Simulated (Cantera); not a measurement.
Feed: 1 mol N2O, 0.0077 mol SO2, 0.59 mol O2, at 3100 K and 180 Pa.

Cantera equilibrium calculation (NASA polynomials, part measured and part estimated; ideal gas, pure solids and liquids). Candidate condensed phases: S; 17 gas species. Equilibrium is a limit: real reactors are often held back by kinetics, nucleation or transport.

Base state: O 0.638, N2 0.317, O2 0.0294, NO 0.0127, S 0.00175, SO 0.000682, N 0.000345, SO2 5.38e-5 (mole fractions); condensed: gas only.

Question: What changes in the equilibrium state with this change: temperature from 3100 K to 1423 K?

Answer: 
```
species    before    after
-------  --------  -------
O2         0.0294    0.519
N2          0.317    0.476
SO2       5.38e-5  0.00366
O           0.638  2.29e-5
NO         0.0127  0.00101
S         0.00175    <1e-9
N        0.000345    <1e-9
SO       0.000682  1.14e-8
```

Question: What changes in the equilibrium state with this change: temperature from 3100 K to 2223 K?

Answer: 
```csv
species,before,after
O2,0.0294,0.474
N2,0.317,0.457
O,0.638,0.0507
NO,0.0127,0.0152
S,0.00175,9.87e-7
N,0.000345,2.61e-7
SO2,5.38e-5,0.00347
```

Question: What changes in the equilibrium state with this change: pressure from 180 Pa to 3500000 Pa?

Answer: 
```tsv
species	before	after
O2	0.0294	0.475
N2	0.317	0.442
NO	0.0127	0.0605
O	0.638	0.0184
SO3	<1e-9	1.15e-5
S	0.00175	3.68e-7
```
The ideal-gas law is rough above about 30 bar.
